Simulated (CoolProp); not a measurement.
R404A at 382.7 K and 4.28 MPa is throttled through a valve to 0.54 MPa with no heat exchange. Each further row changes one setting.

The numbers come from the reference Helmholtz-energy equation of state, Lemmon 2003 in CoolProp. It is a pseudo-pure fit of the blend.

```
case                       temperature change (K)  final density (kg/m³)
-------------------------  ----------------------  ---------------------
as stated                                       ?                   19.5
outlet pressure 0.162 MPa                       ?                      ?
outlet pressure 0.702 MPa                       ?                      ?
```

Complete the blanks.


- as stated, temperature change (K): -39.3
- outlet pressure 0.162 MPa, temperature change (K): -43.6
- outlet pressure 0.162 MPa, final density (kg/m³): 5.71
- outlet pressure 0.702 MPa, temperature change (K): -37.5
- outlet pressure 0.702 MPa, final density (kg/m³): 25.7
